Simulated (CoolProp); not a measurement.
Vapour-liquid equilibrium of R143a (1) + isobutene (2) at 1080 kPa; x and y are mole fractions of (1).

Model: multi-fluid Helmholtz-energy mixture model, Lemmon and Jacobsen 2000 and Lemmon 2005; pair parameters Bell 2016, in CoolProp.

Question: Give the bubble temperature and the first vapour's composition at x = 0.125, 0.425, 0.875. Is there an azeotrope?

Answer: x = 0.125: 54.6 °C, y = 0.381; x = 0.425: 34.1 °C, y = 0.704; x = 0.875: 21.6 °C, y = 0.928. No azeotrope shows between x = 0.05 and 0.95.

Pair parameters are fitted to limited data, so mixtures are less certain than the pure fluids.
